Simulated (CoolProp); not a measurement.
Propyne at several states: Z from the reference equation and from simpler models built on Tc = 129.6 °C, pc = 5.658 MPa, ω = 0.204; each cubic takes its own stable root.

Model: reference Helmholtz-energy equation of state, Polt 1992, in CoolProp. This equation is an older, rougher fit; its heat capacities, sound speeds and derivatives of the liquid may be far off and weren't checked against measurements.

```csv
T (°C),p (MPa),phase,reference
45.75,1.71,liquid,0.04467
188.05,3.64,gas,0.8458
126.75,0.0234,gas,0.9985
60.75,26,liquid,0.6258
24.85,2.01,liquid,0.05294
```

### Question
How far does each simpler model (van der Waals, Redlich-Kwong, Soave-Redlich-Kwong, Peng-Robinson) lie from the reference over these 5 states: mean and median of the absolute difference, and the worst?

### Answer
- van der Waals: mean 366.0 %, median 48.0 %, worst +1717.8 % at 45.75 °C and 1.71 MPa
- Redlich-Kwong: mean 7.8 %, median 8.9 %, worst +15.4 % at 45.75 °C and 1.71 MPa
- Soave-Redlich-Kwong: mean 5.9 %, median 7.2 %, worst +11.1 % at 45.75 °C and 1.71 MPa
- Peng-Robinson: mean 2.1 %, median 2.0 %, worst -4.5 % at 60.75 °C and 26 MPa

At some of these states van der Waals gives the other phase, because its saturation line lies elsewhere.
